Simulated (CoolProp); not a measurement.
A simple Rankine cycle with R134a: condensing at 290.15 K, boiler at 1.39 MPa, turbine inlet 340.4 K, turbine efficiency 0.65, pump efficiency 0.6, no recuperator. Each further row changes one setting.

Computed with CoolProp (reference Helmholtz-energy equation of state, Tillner-Roth 1994).

```csv
case,thermal efficiency (%),net work (kJ/kg),heat in (kJ/kg),turbine exit temperature (K),volume ratio over the turbine
as stated,6.0,13.0,218,310.9,2.76
turbine inlet 360.4 K,6.1,14.5,240,332.7,2.71
condensing temperature 282.15 K,7.3,16.6,229,304.4,3.58
boiler pressure 0.973 MPa,4.0,9.10,226,323.2,1.88
turbine efficiency 0.55,5.0,10.8,218,313.2,2.79
```
